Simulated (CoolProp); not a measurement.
Vapour-liquid equilibrium of fluoroethane (R161) (1) + R1234yf (2) at 269.8 K; x and y are mole fractions of (1).

Model: multi-fluid Helmholtz-energy mixture model, Wu 2012 and Lemmon 2022; pair parameters Bell 2016, in CoolProp.

Q: Give the bubble pressure and the first vapour's composition at x = 0.25, 0.85, 0.95. Is there an azeotrope?

A: x = 0.25: 0.3167 MPa, y = 0.322; x = 0.85: 0.3799 MPa, y = 0.874; x = 0.95: 0.3872 MPa, y = 0.958. No azeotrope shows between x = 0.05 and 0.95.

The pair parameters rest on a limited set of measurements; away from them the model extrapolates.
